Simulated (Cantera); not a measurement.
What does this Cantera script print?

```python
import numpy as np
import cantera as ct

gas_names = [...]  # 148 gases of nasa_gas.yaml made of Al, C, H, N, O
cond_names = """
    AL(cr) AL(L) ALN(s) AL2O3(a) AL2O3(L) C(gr) C6H6(L) C7H8(L) C8H18(L),n-octa H2O(s) H2O(L)
""".split()


# ... load() reads the species with a 1 bar reference pressure and builds the phases ...
atoms = {
    'Al(CH3)3': {'AL': 1, 'C': 3, 'H': 9},
    'O2': {'O': 2},
    'N2': {'N': 2},
}
top_T = {'ALN(s)': 2750, 'C(gr)': 4500}  # K; cautious upper limits of use, not melting points


# ... equilibrate(T, P, feed) seeds the gas with the atoms and calls Mixture.equilibrate('TP', solver="vcs", rtol=1e-11, max_steps=5000) ...
results = []
feed = {'Al(CH3)3': 1, 'O2': 0.35, 'N2': 670}  # mol
P = 3100  # Pa
for T in [1100, 1200, 1300, 1400, 1500, 1600, 1700, 1800, 1900, 2000, 2100, 2200]:
    mix = equilibrate(T, P, feed)
    results.append((T, P, feed, dict(zip(mix.species_names, mix.species_moles))))

top = {s: max(r[3][s] / sum(r[3][g] for g in gas_names) for r in results) for s in gas_names}
cols = sorted((s for s in top if top[s] > 0.0001), key=lambda s: -top[s])[:9]
seen = [c for c in cond_names if any(r[3].get(c, 0) > 1e-12 for r in results)]
print("log10 of partial pressures in bar; condensed amounts in mol")
print(f"{'T/K':>10s}" + "".join(f"{s[:9]:>10s}" for s in cols + seen))
for T, P, feed, n in results:
    ng = sum(n[g] for g in gas_names)
    print(f"{T:10.4g}" + "".join(f"{np.log10(max(n[s] / ng * P / 1e5, 1e-99)):10.3f}" for s in cols)
          + "".join(f"{n.get(c, 0):10.4g}" for c in seen))
```

It prints:

```
log10 of partial pressures in bar; condensed amounts in mol
       T/K        N2        H2         H       HCN        AL        CO       HNC    ALN(s)  AL2O3(a)     C(gr)
      1100    -1.512    -3.684    -9.430    -7.251   -17.553    -5.264    -9.793    0.6123    0.1939      2.88
      1200    -1.512    -3.685    -8.547    -6.726   -15.015    -4.493    -9.028         1         0     2.296
      1300    -1.512    -3.685    -7.799    -6.283   -12.872    -4.493    -8.381         1         0     2.289
      1400    -1.512    -3.686    -7.156    -5.903   -11.039    -4.493    -7.827         1         0     2.272
      1500    -1.512    -3.688    -6.598    -5.576    -9.453    -4.493    -7.348         1         0     2.241
      1600    -1.512    -3.691    -6.110    -5.290    -8.068    -4.493    -6.931    0.9998         0     2.186
      1700    -1.512    -3.697    -5.680    -5.041    -6.848    -4.493    -6.565    0.9969         0     2.095
      1800    -1.512    -3.707    -5.300    -4.821    -5.766    -4.493    -6.242    0.9624         0     1.957
      1900    -1.512    -3.724    -4.963    -4.630    -4.800    -4.493    -5.958    0.6526         0      1.76
      2000    -1.513    -3.752    -4.665    -4.464    -4.341    -4.494    -5.709         0         0     1.497
      2100    -1.513    -3.794    -4.403    -4.322    -4.340    -4.494    -5.493         0         0     1.167
      2200    -1.514    -3.857    -4.178    -4.206    -4.340    -4.494    -5.309         0         0    0.7824
```

These are equilibrium values from Cantera (NASA tables, ideal gas, pure condensed phases), not measurements of a reactor. The feed counts by its element totals alone. Mutual solubility and eutectic melting of coexisting phases are not modelled. Condensed phases not in the tables: aluminium oxynitride.
